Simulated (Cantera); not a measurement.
Charge: 1 mol trisilylamine, 17 mol N2, 62 mol H2, held at 1602 °C and 255 Torr.

Equilibrium computed with Cantera from the NASA thermochemical tables; the gas is ideal and each condensed phase is pure. Candidate condensed phases: Si, Si3N4; 18 gas species. The feed counts by its element totals alone. Gases not in the tables: Si2H6 and higher silanes. The numbers say what is thermodynamically allowed, not how fast it happens.

Base state: H2 0.810, N2 0.189, H 0.00101, SiH2 2.34e-5, Si 1.55e-5 (mole fractions); condensed: Si3N4(s).

Task: What changes in the equilibrium state with this change: temperature from 1602 °C to 825 °C?

Result: 
```
species         before    after
-------------  -------  -------
H2               0.810    0.811
N2               0.189    0.189
NH3            2.71e-6  3.47e-5
H              0.00101  3.82e-8
SiH2           2.34e-5    <1e-9
Si             1.55e-5    <1e-9
Si3N4(s), mol    0.999     1.00
```
